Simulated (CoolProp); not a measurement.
The fluid at 293.15 K and 3.24 MPa flows at 20 m/s in a round tube of 20 mm bore and 45 µm roughness, fully developed (64/Re and Nu = 3.66 if laminar; Colebrook and Gnielinski if turbulent). The same conditions are run with several fluids, on thermodynamics alone (safety and materials aside).

Computed with CoolProp (reference Helmholtz-energy equation of state of each fluid (C3F8 (R218): Lemmon 2006; R227EA: Lemmon 2016; propane: Lemmon 2009; R123: Younglove 1994; R125: Lemmon 2005)).

Problem. Rank C3F8 (R218), R227EA, propane, R123, R125 by Reynolds number, highest first.

Solution. R125 (3050000), C3F8 (R218) (2780000), R227EA (2090000), propane (1890000), R123 (1290000)

| fluid | Darcy friction factor | pressure drop (Pa/m) | heat-transfer coefficient (W/(m² K)) | mass flow (kg/h) |
|---|---|---|---|---|
| C3F8 (R218) | 0.0242 | 336000 | 42000 | 31300 |
| R227EA | 0.0243 | 346000 | 42300 | 32300 |
| propane | 0.0243 | 123000 | 47200 | 11500 |
| R123 | 0.0243 | 361000 | 35200 | 33600 |
| R125 | 0.0242 | 301000 | 52900 | 28100 |

Transport values come from each fluid's own correlations; those of C3F8 (R218), R227EA are estimates that may be off by 10 % or more.
